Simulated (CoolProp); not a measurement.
Computed with CoolProp (reference Helmholtz-energy equation of state, Smukala 2000).

Q: For ethylene, give the phase and the density (kg/m³), cp (kJ/(kg K)), cv (kJ/(kg K)), speed of sound (m/s) at 201.9 K and 39.3 bar; 210.3 K and 39.3 bar; 227.2 K and 39.3 bar.

A: 
- 201.9 K and 39.3 bar: liquid; density 524, cp 2.49, cv 1.32, speed of sound 1100
- 210.3 K and 39.3 bar: liquid; density 510, cp 2.54, cv 1.32, speed of sound 1030
- 227.2 K and 39.3 bar: liquid; density 480, cp 2.69, cv 1.32, speed of sound 891
